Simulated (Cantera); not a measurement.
A freely propagating, adiabatic, planar premixed flame of CH4 : O2 : N2 = 1 : 2 : 9.6 (molar parts), unburnt at 325 K and 2.00 bar; mixture-averaged transport, grid criteria slope 0.08 and curve 0.16, no radiation.

Cantera simulation using GRI-Mech 3.0 (53 species, 325 reactions); the numbers are that mechanism's predictions, not measurements. Burning velocities carry a grid error of a few per cent, more on coarse grids.

**Question.** How do the results move with these cheaper or finer settings: unity-Lewis-number transport; multicomponent transport; multicomponent+Soret transport; grid criteria slope 0.5, curve 1; grid criteria slope 0.25, curve 0.5; grid criteria slope 0.03, curve 0.06?

**Answer.** 
```csv
setting,laminar burning velocity,thermal thickness,peak x(C2H2),peak x(CO),grid points
as above,17.7 cm/s,0.429 mm,8.84e-5,0.0288,129
unity-Lewis-number transport,14.2 cm/s,0.485 mm,8.10e-5,0.0260,128
multicomponent transport,17.9 cm/s,0.433 mm,9.07e-5,0.0291,129
multicomponent+Soret transport,17.7 cm/s,0.436 mm,8.40e-5,0.0286,129
"grid criteria slope 0.5, curve 1",19.3 cm/s,0.455 mm,8.48e-5,0.0289,37
"grid criteria slope 0.25, curve 0.5",18.4 cm/s,0.437 mm,8.64e-5,0.0289,58
"grid criteria slope 0.03, curve 0.06",17.4 cm/s,0.428 mm,8.94e-5,0.0289,340
```
The base run took about 8 core-seconds (a rough figure).
Unity Lewis numbers drop preferential diffusion, which matters most where H2 and H carry the flame; Soret adds thermal diffusion.
